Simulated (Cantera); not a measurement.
A Cantera script and what it prints.

```python
import numpy as np
import cantera as ct

gas_names = """
    H HO2 H2 H2O H2O2 Li LiH LiO LiOH Li2 Li2O Li2O2 Li2O2H2 O OH O2 O3
""".split()
cond_names = """
    H2O(s) H2O(L) Li(cr) Li(L) LiH(s) LiH(L) LiOH(s) LiOH(L) Li2O(s) Li2O(L)
""".split()


# ... load() reads the species with a 1 bar reference pressure and builds the phases ...
atoms = {
    'LiOH': {'Li': 1, 'O': 1, 'H': 1},
    'H2': {'H': 2},
}
top_T = {}  # K; cautious upper limits of use, not melting points


# ... equilibrate(T, P, feed) seeds the gas with the atoms and calls Mixture.equilibrate('TP', solver="vcs", rtol=1e-11, max_steps=5000) ...
results = []
feed = {'LiOH': 1, 'H2': 6.7}  # mol
P = 69000  # Pa
for T in [1750, 1775, 1800, 1825, 1850, 1875, 1900, 1925, 1950]:
    mix = equilibrate(T, P, feed)
    results.append((T, P, feed, dict(zip(mix.species_names, mix.species_moles))))

top = {s: max(r[3][s] / sum(r[3][g] for g in gas_names) for r in results) for s in gas_names}
cols = sorted((s for s in top if top[s] > 1e-06), key=lambda s: -top[s])[:5]
seen = [c for c in cond_names if any(r[3].get(c, 0) > 1e-12 for r in results)]
print("log10 of partial pressures in bar; condensed amounts in mol")
print(f"{'T/K':>10s}" + "".join(f"{s[:9]:>10s}" for s in cols + seen))
for T, P, feed, n in results:
    ng = sum(n[g] for g in gas_names)
    print(f"{T:10.4g}" + "".join(f"{np.log10(max(n[s] / ng * P / 1e5, 1e-99)):10.3f}" for s in cols)
          + "".join(f"{n.get(c, 0):10.4g}" for c in seen))
```

Output:

```
log10 of partial pressures in bar; condensed amounts in mol
       T/K        H2      LiOH       H2O        Li         H   Li2O(s)
      1750    -0.211    -1.407    -1.529    -2.219    -3.739    0.2503
      1775    -0.216    -1.349    -1.559    -2.075    -3.646    0.2033
      1800    -0.221    -1.294    -1.589    -1.934    -3.557    0.1469
      1825    -0.229    -1.240    -1.618    -1.799    -3.470   0.07852
      1850    -0.237    -1.191    -1.643    -1.674    -3.387         0
      1875    -0.238    -1.199    -1.621    -1.651    -3.302         0
      1900    -0.239    -1.207    -1.600    -1.629    -3.220         0
      1925    -0.240    -1.216    -1.580    -1.607    -3.139         0
      1950    -0.241    -1.225    -1.561    -1.587    -3.061         0
```

Cantera equilibrium calculation (NASA polynomials, part measured and part estimated; ideal gas, pure solids and liquids).
